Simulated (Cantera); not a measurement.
## NO annealing gas

An isothermal, constant-pressure homogeneous reactor starts with 77.5 % NO, 22.5 % N2, at 2048 K and 0.316 atm.

Model: GRI-Mech 3.0 (53 species, 325 reactions), integrated in Cantera.

| t (s) | x NO | x O | x N2O | x N2 | x O2 | x NO2 |
|---|---|---|---|---|---|---|
| 5.00e-5 | 0.775 | 1.41e-5 | 1.53e-5 | 0.225 | 1.75e-7 | 2.02e-6 |
| 0.000307 | 0.775 | 6.97e-5 | 8.19e-5 | 0.225 | 7.30e-6 | 3.68e-5 |
| 0.00188 | 0.774 | 0.000219 | 0.000243 | 0.225 | 0.000402 | 0.000156 |
| 0.0115 | 0.766 | 0.000255 | 0.000264 | 0.229 | 0.00432 | 0.000185 |
| 0.0707 | 0.717 | 0.000368 | 0.000223 | 0.254 | 0.0288 | 0.000270 |
| 0.434 | 0.460 | 0.000704 | 8.34e-5 | 0.382 | 0.157 | 0.000360 |
| 2.66 | 0.0534 | 0.00103 | 1.27e-6 | 0.585 | 0.360 | 6.30e-5 |
| 16.3 | 0.0104 | 0.00105 | 2.88e-7 | 0.607 | 0.382 | 1.26e-5 |
| 100 | 0.0103 | 0.00105 | 2.88e-7 | 0.607 | 0.382 | 1.26e-5 |
x: mole fraction; the columns are a selection and need not sum to one.

Equilibrium at this temperature and pressure: NO 0.0103, O 0.00105, N2O 2.88e-7, N2 0.607, O2 0.382, NO2 1.26e-5 (gas phase only).
